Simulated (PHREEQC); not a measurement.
Make-up at 29 °C: 140 mmol/kgw CaCl2, 0.032 mmol/kgw Na2SO4 and 0.28 mmol/kgw MgSO4. Closed to the air; pH follows from the charge balance.

The numbers come from PHREEQC with the Pitzer model, pitzer.dat.

| Property | Result |
|---|---|
| ionic strength | 0.421 mol/kgw |
| activity of water | 0.994 |
| specific conductance | 26600 µS/cm |
| density | 1.009 g/cm³ |
| osmotic coefficient | 0.855 |

| species | molality | activity | log γ |
|---|---|---|---|
| Cl- | 0.280 | 0.185 | -0.179 |
| Ca+2 | 0.140 | 0.0374 | -0.573 |
| SO4-2 | 0.000312 | 2.35e-5 | -1.123 |
| Mg+2 | 0.000280 | 7.89e-5 | -0.550 |
| Na+ | 6.40e-5 | 4.66e-5 | -0.138 |
| H+ | 2.03e-7 | 1.57e-7 | -0.113 |
| OH- | 2.03e-7 | 8.64e-8 | -0.370 |
| MgOH+ | 1.21e-9 | 1.09e-9 | -0.044 |

Precipitation was switched off in this run. Species that the database lacks are ignored.
